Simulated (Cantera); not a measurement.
**Transport properties of process gases**

Gas mixture: 100 % N2O, at 0.0310 bar, frozen composition.

Cantera's kinetic-theory transport with the Lennard-Jones parameters of GRI-Mech 3.0, ideal gas; thermal conductivity in the multicomponent form. The composition is frozen, though it would react at the higher temperatures.

| T (K) | ρ (kg/m³) | cp (J/kg/K) | μ (µPa s) | λ (mW/m/K) | Pr | D (cm²/s) H2 | D (cm²/s) O | D (cm²/s) NO |
|---|---|---|---|---|---|---|---|---|
| 400 | 0.0410 | 970.3 | 19.5 | 25.3 | 0.746 | 35.3 | 13.7 | 8.44 |
| 500 | 0.0328 | 1043 | 23.6 | 33.0 | 0.745 | 51.6 | 20.3 | 12.5 |
| 600 | 0.0273 | 1101 | 27.3 | 40.4 | 0.744 | 70.3 | 27.8 | 17.2 |
| 700 | 0.0234 | 1150 | 30.8 | 47.7 | 0.743 | 91.2 | 36.2 | 22.4 |
| 800 | 0.0205 | 1192 | 34.0 | 54.7 | 0.742 | 114 | 45.4 | 28.2 |
| 900 | 0.0182 | 1227 | 37.1 | 61.4 | 0.741 | 139 | 55.5 | 34.4 |
| 1000 | 0.0164 | 1255 | 40.0 | 67.9 | 0.740 | 165 | 66.2 | 41.1 |
| 1100 | 0.0149 | 1275 | 42.8 | 73.9 | 0.739 | 194 | 77.7 | 48.3 |
D: mixture-averaged diffusion coefficient of that species in the mixture.
